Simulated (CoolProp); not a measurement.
Properties of hydrogen chloride at several states (Tc = 324.7 K, pc = 8314 kPa, ω = 0.130).

The numbers come from the reference Helmholtz-energy equation of state, Thol 2018 in CoolProp.

```json
[
 {"T (K)": "478.3", "p (kPa)": "9610", "phase": "supercritical", "cp (kJ/(kg K))": "1.012", "isothermal compressibility (1/MPa)": "0.1158", "fugacity coefficient": "0.8851"},
 {"T (K)": "282.8", "p (kPa)": "506", "phase": "gas", "cp (kJ/(kg K))": "0.8713", "isothermal compressibility (1/MPa)": "2.052", "fugacity coefficient": "0.9650"},
 {"T (K)": "496", "p (kPa)": "4280", "phase": "gas", "cp (kJ/(kg K))": "0.8769", "isothermal compressibility (1/MPa)": "0.2448", "fugacity coefficient": "0.9519"},
 {"T (K)": "497.2", "p (kPa)": "11600", "phase": "supercritical", "cp (kJ/(kg K))": "1.026", "isothermal compressibility (1/MPa)": "0.09532", "fugacity coefficient": "0.8813"},
 {"T (K)": "267.5", "p (kPa)": "2630", "phase": "liquid", "cp (kJ/(kg K))": "1.954", "isothermal compressibility (1/MPa)": "0.004832", "fugacity coefficient": "0.6957"}
]
```
